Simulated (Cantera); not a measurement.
**Adiabatic ignition**

An adiabatic, constant-pressure homogeneous reactor starts with 9.62 % CH₄, 1.44 % C₂H₆, 18.7 % O₂, 70.3 % N₂, equivalence ratio 1.3, at 1775 K and 44000 Pa.

Detailed kinetics in Cantera: GRI-Mech 3.0 (53 species, 325 reactions).

```csv
t (s),T (K),x CH₄,x C₂H₆,x O₂,x O,x CH₂CO,x CO,x H₂O
4.00e-6,1768,0.0961,0.0135,0.187,3.38e-6,6.26e-9,1.89e-6,3.86e-5
1.18e-5,1757,0.0951,0.0117,0.186,1.54e-5,1.87e-6,8.19e-5,0.000660
3.48e-5,1786,0.0825,0.00562,0.173,6.47e-5,0.000291,0.00433,0.0113
0.000103,2677,<1e-12,<1e-12,0.0116,0.0105,<1e-12,0.0800,0.133
0.000303,2725,<1e-12,<1e-12,0.0106,0.00940,<1e-12,0.0794,0.136
0.000894,2780,<1e-12,<1e-12,0.00929,0.00795,<1e-12,0.0792,0.139
0.00264,2789,<1e-12,<1e-12,0.00843,0.00724,<1e-12,0.0795,0.140
0.00779,2786,<1e-12,<1e-12,0.00812,0.00703,<1e-12,0.0797,0.140
0.0230,2786,<1e-12,<1e-12,0.00811,0.00702,<1e-12,0.0797,0.140
0.0678,2786,<1e-12,<1e-12,0.00811,0.00702,<1e-12,0.0797,0.140
0.200,2786,<1e-12,<1e-12,0.00811,0.00702,<1e-12,0.0797,0.140
```
x: mole fraction; the columns are a selection and need not sum to one.

```yaml
time_of_steepest_temperature_rise: 74.4 µs
temperature at 0.200 s: 2786 K
equilibrium_temperature: 2786 K
x(CH₄) at 0.200 s: <1e-12 (gas-phase equilibrium <1e-12)
x(C₂H₆) at 0.200 s: <1e-12 (gas-phase equilibrium <1e-12)
x(O₂) at 0.200 s: 0.00811 (gas-phase equilibrium 0.00811)
```
